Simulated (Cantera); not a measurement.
Cantera run:

```python
import numpy as np
import cantera as ct

gas_names = """
    H HNO HNO2 HNO3 HO2 H2 H2O H2O2 H2S H2SO4 N NH NH2 NH3 NH2OH NO NO2 NO3 N2 N2H2 N2H4 N2O O OH O2 O3
    S SH SN SO SO2 SO3 S2 S2O S8
""".split()
cond_names = """
    H2O(s) H2O(L) H2SO4(L) S(cr1) S(cr2) S(L)
""".split()


# ... load() reads the species with a 1 bar reference pressure and builds the phases ...
atoms = {
    'N2O': {'N': 2, 'O': 1},
    'SO2': {'S': 1, 'O': 2},
    'H2': {'H': 2},
}
top_T = {}  # K; cautious upper limits of use, not melting points


# ... equilibrate(T, P, feed) seeds the gas with the atoms and calls Mixture.equilibrate('TP', solver="vcs", rtol=1e-11, max_steps=5000) ...
results = []
T = 2748.15  # K
P = 2100  # Pa
for m in [0.44, 0.62, 0.87, 1.2, 1.7, 2.4, 3.4, 4.7, 6.6]:
    feed = {'N2O': 1, 'SO2': 0.076, 'H2': m}  # mol
    mix = equilibrate(T, P, feed)
    results.append((T, P, feed, dict(zip(mix.species_names, mix.species_moles))))

top = {s: max(r[3][s] / sum(r[3][g] for g in gas_names) for r in results) for s in gas_names}
cols = sorted((s for s in top if top[s] > 0.0001), key=lambda s: -top[s])[:7]
seen = [c for c in cond_names if any(r[3].get(c, 0) > 1e-12 for r in results)]
print("log10 of partial pressures in bar; condensed amounts in mol")
print(f"{'n(H2)':>10s}" + "".join(f"{s[:9]:>10s}" for s in cols + seen))
for T, P, feed, n in results:
    ng = sum(n[g] for g in gas_names)
    print(f"{feed['H2']:10.4g}" + "".join(f"{np.log10(max(n[s] / ng * P / 1e5, 1e-99)):10.3f}" for s in cols)
          + "".join(f"{n.get(c, 0):10.4g}" for c in seen))
```

Output:

```
log10 of partial pressures in bar; condensed amounts in mol
     n(H2)        N2        H2         H       H2O        O2         O        OH
      0.44    -2.014    -3.121    -2.729    -2.701    -2.660    -2.685    -2.880
      0.62    -2.045    -2.934    -2.635    -2.576    -2.786    -2.748    -2.849
      0.87    -2.087    -2.750    -2.543    -2.481    -2.963    -2.837    -2.845
       1.2    -2.139    -2.578    -2.457    -2.424    -3.193    -2.952    -2.875
       1.7    -2.213    -2.406    -2.371    -2.410    -3.509    -3.110    -2.946
       2.4    -2.304    -2.265    -2.300    -2.444    -3.859    -3.285    -3.051
       3.4    -2.412    -2.156    -2.246    -2.514    -4.217    -3.464    -3.176
       4.7    -2.523    -2.081    -2.208    -2.602    -4.543    -3.627    -3.301
       6.6    -2.648    -2.024    -2.180    -2.710    -4.873    -3.792    -3.438
```

Method: chemical equilibrium by Gibbs-energy minimisation in Cantera with the NASA 1993 tables (ideal gas, pure condensed phases).
